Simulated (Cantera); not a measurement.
A perfectly stirred reactor is fed with 11.2 % CH4, 18.7 % O2, 70.1 % N2, equivalence ratio 1.2, at 0.250 bar; it is adiabatic with a 675 K inlet, and is followed from long to short residence time, starting on the burning branch (τ in s: 0.21, 0.097, 0.045, 0.021, 0.0097, 0.0045, 0.0021, 0.00097, 0.00045, 0.00021, 9.7e-05, 4.5e-05).

Computed with Cantera and GRI-Mech 3.0 (53 species, 325 reactions).

Task: Predict: blow-out, bracketed by the residence times tried; x(CH4) at τ = 0.210 s; x(O2) at τ = 0.210 s; x(CH2O) at τ = 0.210 s; x(CH2CO) at τ = 0.210 s; x(CH4) at τ = 2.10 ms; x(O2) at τ = 2.10 ms; x(CH2O) at τ = 2.10 ms; x(CH2CO) at τ = 2.10 ms.

Result: 
```json
{
  "blow_out_bracketed_by_the_residence_times_tried": "burning at 0.210 ms, out at 97.0 µs",
  "x(CH4) at τ = 0.210 s": "3.12e-6",
  "x(O2) at τ = 0.210 s": "0.00188",
  "x(CH2O) at τ = 0.210 s": "4.16e-7",
  "x(CH2CO) at τ = 0.210 s": "1.10e-9",
  "x(CH4) at τ = 2.10 ms": "0.000119",
  "x(O2) at τ = 2.10 ms": "0.00825",
  "x(CH2O) at τ = 2.10 ms": "1.39e-5",
  "x(CH2CO) at τ = 2.10 ms": "4.62e-8"
}
```
